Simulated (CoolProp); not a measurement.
Properties of R11 along the isobar 25600 kPa.

Computed with CoolProp (reference Helmholtz-energy equation of state, Jacobsen 1992).

```
T (K)   phase  cp (kJ/(kg K))  cv (kJ/(kg K))  expansivity (1/kK)  Prandtl number
-----  ------  --------------  --------------  ------------------  --------------
190.9  liquid          0.7935          0.5375               1.086            20.9
203.3  liquid             ___          0.5490               1.099            14.8
215.8  liquid          0.8111          0.5586               1.113            11.5
228.3  liquid          0.8172             ___               1.128            9.42
240.7  liquid          0.8226          0.5735               1.144            8.02
253.2  liquid          0.8279          0.5797               1.163            6.99
265.6  liquid          0.8334          0.5853               1.185            6.23
278.1  liquid          0.8393          0.5907               1.210            5.64
290.5  liquid          0.8455             ___               1.238             ___
303    liquid          0.8523          0.6009                 ___             ___
315.4  liquid          0.8594          0.6058                 ___            4.48
327.9  liquid          0.8670          0.6107                 ___            4.22
340.4  liquid          0.8750          0.6155               1.382            3.99
```

Task: Fill in the missing entries.

Result: 
- 203.3, cp (kJ/(kg K)): 0.8035
- 228.3, cv (kJ/(kg K)): 0.5666
- 290.5, cv (kJ/(kg K)): 0.5959
- 290.5, Prandtl number: 5.17
- 303, expansivity (1/kK): 1.269
- 303, Prandtl number: 4.79
- 315.4, expansivity (1/kK): 1.303
- 327.9, expansivity (1/kK): 1.341

Viscosity comes from a separate model (Klein 1997), an estimate that may be off by 10 % or more. Thermal conductivity comes from a separate model (McLinden 2000), an estimate that may be off by 10 % or more.
